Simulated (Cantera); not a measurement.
Feed: 1 mol PbO, 0.68 mol H2, 0.17 mol N2, at 973 K and 458 Torr.

Cantera equilibrium calculation (NASA polynomials, part measured and part estimated; ideal gas, pure solids and liquids). Candidate condensed phases: H2O, Pb, PbO, PbO2, Pb3O4; 27 gas species. Rates play no part.

Base state: H2O 0.800, N2 0.200, H2 0.000107, Pb 1.43e-5 (mole fractions); condensed: Pb(l) + PbO(yellow).

Problem. What changes in the equilibrium state with this change: PbO replaced by HgO?

Solution. 
```csv
species,before,after
Hg,0,0.498
H2O,0.800,0.338
N2,0.200,0.0846
O2,<1e-9,0.0796
Pb,1.43e-5,0
H2,0.000107,<1e-9
"Pb(l), mol",0.680,0
"PbO(yellow), mol",0.320,0
```
Further candidate phases: Hg, HgO.
